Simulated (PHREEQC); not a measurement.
TMAH is added in steps, without added water, to 1 kg of water holding 0.1 mol MnSO4, 0.00012 mol ZnCl2, 0.00071 mol H2SO4 and 0.00028 mol Na2SO4, at 20 °C. No oxygen is let in. The system is closed to CO2. Precipitation was switched off in this run.

Base run: PHREEQC, ion-association model, wateq4f.dat. Each further column changes one thing. The table gives Zn(SO4)2-2 (mol/kgw).

```csv
TMAH added (mol),base,Na2SO4 from 0.00028 to 0.00056 mol/kgw,temperature from 20 to 60 °C,solids may form
0,2.33e-5,2.33e-5,1.58e-5,2.33e-5
0.0017,1.65e-5,1.65e-5,1.49e-5,7.09e-6
0.0034,8.59e-7,8.62e-7,9.38e-6,5.71e-6
0.0051,2.21e-7,2.22e-7,6.26e-6,5.70e-6
0.0068,9.59e-8,9.62e-8,4.40e-6,5.69e-6
0.0085,5.21e-8,5.23e-8,…,5.68e-6
0.0102,3.21e-8,3.21e-8,2.43e-6,5.67e-6
0.0119,2.13e-8,2.14e-8,1.88e-6,…
0.0136,1.50e-8,1.51e-8,1.49e-6,5.65e-6
0.0153,1.10e-8,1.10e-8,1.20e-6,5.64e-6
0.017,8.30e-9,8.32e-9,…,5.62e-6
```

Q: Complete the blanks.

A: 
- 0.0085, temperature from 20 to 60 °C: 3.21e-6
- 0.0119, solids may form: 5.66e-6
- 0.017, temperature from 20 to 60 °C: 9.84e-7

In at least one series the solution becomes supersaturated in solids that the run did not let form, among them Pyrochroite, Zn(OH)2-e, Zn4(OH)6SO4. (CH3)4N+ isn't in the database: it is added as a free cation with an ion size of 4 Å. Constants without temperature data keep their 25 °C values here. Solids allowed in the column 'solids may form': Pyrochroite, Zn(OH)2-e, Zn4(OH)6SO4, Zn5(OH)8Cl2, Halite, Mirabilite, Goslarite.
